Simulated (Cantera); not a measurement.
Equilibrium for tantalum, niobium, vanadium and zirconium in process gases: Zr + NH3 + H2

Feed: 1 mol Zr, a varied amount of NH3, 13 mol H2, held at 2277 °C and 6.90 Torr.

Cantera equilibrium calculation (NASA polynomials, part measured and part estimated; ideal gas, pure solids and liquids). Candidate condensed phases: Zr, ZrN; 11 gas species. Mutual solubility and eutectic melting of coexisting phases are not modelled. ZrN: taken at fixed stoichiometry. Condensed phases not in the tables: N, O or C dissolved in the metal. Rates play no part.

From 0.25 mol NH3 to 0.79 mol NH3 the condensed part is Zr(l) + ZrN(s). From 1.1 mol NH3 to 4.5 mol NH3 the condensed part is ZrN(s). The main Zr-bearing gas is Zr throughout.

| n(NH3) (mol) | log p H2 | log p H | log p N2 | log p Zr | log p N | n Zr(l) | n ZrN(s) |
|---|---|---|---|---|---|---|---|
| 0.25 | -2.18 | -2.59 | -5.33 | -5.32 | -9.00 | 0.758 | 0.234 |
| 0.33 | -2.18 | -2.59 | -5.33 | -5.32 | -9.00 | 0.678 | 0.314 |
| 0.44 | -2.18 | -2.59 | -5.33 | -5.32 | -9.00 | 0.568 | 0.424 |
| 0.59 | -2.18 | -2.59 | -5.33 | -5.32 | -9.00 | 0.418 | 0.574 |
| 0.79 | -2.18 | -2.59 | -5.33 | -5.32 | -9.00 | 0.218 | 0.773 |
| 1.1 | -2.18 | -2.60 | -4.55 | -5.71 | -8.61 | 0 | 0.996 |
| 1.4 | -2.18 | -2.60 | -3.98 | -5.99 | -8.33 | 0 | 0.998 |
| 1.9 | -2.19 | -2.60 | -3.66 | -6.15 | -8.17 | 0 | 0.999 |
| 2.5 | -2.20 | -2.60 | -3.47 | -6.25 | -8.07 | 0 | 0.999 |
| 3.4 | -2.20 | -2.61 | -3.30 | -6.33 | -7.99 | 0 | 0.999 |
| 4.5 | -2.21 | -2.61 | -3.19 | -6.39 | -7.93 | 0 | 0.999 |
log p: log10 of the partial pressure in bar; n: condensed amount in mol.
